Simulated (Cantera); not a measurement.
A freely propagating, adiabatic, planar premixed flame of 31.6 % H2, 14.4 % O2, 54.0 % N2, equivalence ratio 1.1, unburnt at 600 K and 4.70 bar; mixture-averaged transport, grid criteria slope 0.08 and curve 0.16, no radiation.

Model: the H2/O2 subset of GRI-Mech 3.0, which has no nitrogen chemistry, integrated in Cantera. The hydrogen kinetics of GRI-Mech 3.0 are dated; newer H2 mechanisms differ, most at raised pressure. Burning velocities carry a grid error of a few per cent, more on coarse grids.

x: mole fraction of selected species; z is measured from the peak of heat release.

```csv
z (mm),T (K),u (m/s),x H2,x O2,x HO2,x H,x H2O,x O
-0.191,600,7.81,0.316,0.144,<1e-8,<1e-8,<1e-8,<1e-8
-0.127,600,7.81,0.316,0.144,<1e-8,<1e-8,<1e-8,<1e-8
-0.0955,600,7.81,0.316,0.144,<1e-8,<1e-8,3.04e-8,<1e-8
-0.0637,600,7.81,0.316,0.144,7.75e-7,<1e-8,1.92e-6,1.27e-8
-0.0318,630,8.09,0.305,0.145,0.000419,5.71e-5,0.00117,8.17e-6
-0.0159,909,11.3,0.261,0.139,0.000714,0.00386,0.0271,0.000393
0,1396,16.7,0.170,0.0995,0.000321,0.0234,0.114,0.00399
0.0159,1736,20.5,0.0940,0.0486,0.000136,0.0399,0.206,0.00793
0.0318,1913,22.5,0.0667,0.0263,6.55e-5,0.0407,0.244,0.00869
0.0637,2090,24.3,0.0571,0.0163,3.35e-5,0.0322,0.265,0.00740
0.127,2256,26.0,0.0531,0.0118,1.92e-5,0.0218,0.280,0.00503
0.255,2397,27.3,?,?,?,?,0.294,?
0.509,2501,28.3,0.0428,0.00524,5.50e-6,0.00847,0.307,0.00165
```

Fill in the missing entries.


- 0.255, x H2: 0.0480
- 0.255, x O2: 0.00815
- 0.255, x HO2: 1.04e-5
- 0.255, x H: 0.0137
- 0.255, x O: 0.00299
